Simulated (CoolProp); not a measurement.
Vapour-liquid equilibrium of fluoroethane (R161) (1) + R1234yf (2) at 5.58 kPa; x and y are mole fractions of (1).

Values from CoolProp's multi-fluid Helmholtz-energy mixture model, Wu 2012 and Lemmon 2022; pair parameters Bell 2016.

Task: Give the bubble temperature and the first vapour's composition at x = 0.25, 0.55, 0.85. Is there an azeotrope?

Result: x = 0.25: 190.9 K, y = 0.379; x = 0.55: 188.9 K, y = 0.663; x = 0.85: 187.7 K, y = 0.884. No azeotrope shows between x = 0.05 and 0.95.

Pair parameters are fitted to limited data, so mixtures are less certain than the pure fluids.
